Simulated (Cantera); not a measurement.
A closed system holds: 1 mol CaCl₂, 32 mol H₂, 0.15 mol N₂, 0.066 mol HCl, at 0.260 bar.

Equilibrium computed with Cantera from the NASA thermochemical tables; the gas is ideal and each condensed phase is pure. Candidate condensed phases: Ca, CaCl₂, NH₄Cl; 16 gas species. Rates play no part.

Task: Which condensed phases are stable at each of these points (T (K)): 650, 800, 950, 1100, 1250, 1400, 1550, 1700, 1850?

Result: 
```json
[
 {"T (K)": "650", "condensed phases": "CaCl₂(s)", "Ca condensed (%)": "100.0"},
 {"T (K)": "800", "condensed phases": "CaCl₂(s)", "Ca condensed (%)": "100.0"},
 {"T (K)": "950", "condensed phases": "CaCl₂(s)", "Ca condensed (%)": "100.0"},
 {"T (K)": "1100", "condensed phases": "CaCl₂(l)", "Ca condensed (%)": "100.0"},
 {"T (K)": "1250", "condensed phases": "CaCl₂(l)", "Ca condensed (%)": "99.7"},
 {"T (K)": "1400", "condensed phases": "CaCl₂(l)", "Ca condensed (%)": "95.7"},
 {"T (K)": "1550", "condensed phases": "CaCl₂(l)", "Ca condensed (%)": "60.9"},
 {"T (K)": "1700", "condensed phases": "gas only", "Ca condensed (%)": "0.0"},
 {"T (K)": "1850", "condensed phases": "gas only", "Ca condensed (%)": "0.0"}
]
```

From 650 K to 950 K the condensed part is CaCl₂(s). From 1100 K to 1550 K the condensed part is CaCl₂(l). From 1700 K to 1850 K nothing is condensed.
